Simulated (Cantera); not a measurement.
Charge: 1 mol Si3N4, 0.05 mol N2O, 10 mol N2, at 1500 K and 1.40 bar.

Method: chemical equilibrium by Gibbs-energy minimisation in Cantera with the NASA 1993 tables (ideal gas, pure condensed phases). Candidate condensed phases: Si, SiO2, Si2N2O, Si3N4; 16 gas species. Mutual solubility and eutectic melting of coexisting phases are not modelled. Kinetics and transport are ignored.

Base state: N2 1.00 (mole fractions); condensed: Si2N2O(s) + Si3N4(s).

Problem. What changes in the equilibrium state with this change: temperature from 1500 K to 1973 K?

Solution. 
```csv
species,before,after
N2,1.00,0.999
SiO,2.00e-8,0.00122
"Si2N2O(s), mol",0.0500,0.0377
"Si3N4(s), mol",0.967,0.971
```
